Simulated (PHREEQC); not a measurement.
Consider water at 25 °C and 300 atm with 0.8 mol/kgw MgSO4, 0.061 mol/kgw K2SO4 and 0.39 mol/kgw NaCl. Closed to the air; pH follows from the charge balance.

Equilibrium calculation in PHREEQC: Pitzer model, pitzer.dat.

The ionic strength comes out as 3.77 mol/kgw. What activity coefficients do SO4-2, Na+, K+, Mg+2, MgOH+ get?

SO4-2 0.026, Na+ 0.66, K+ 0.54, Mg+2 0.16, MgOH+ 0.47. Single-ion values are on the MacInnes scale.

Precipitation was switched off in this run. Species that the database lacks are ignored. Under pressure, the constants of complexes without a molar volume in the database are unreliable.
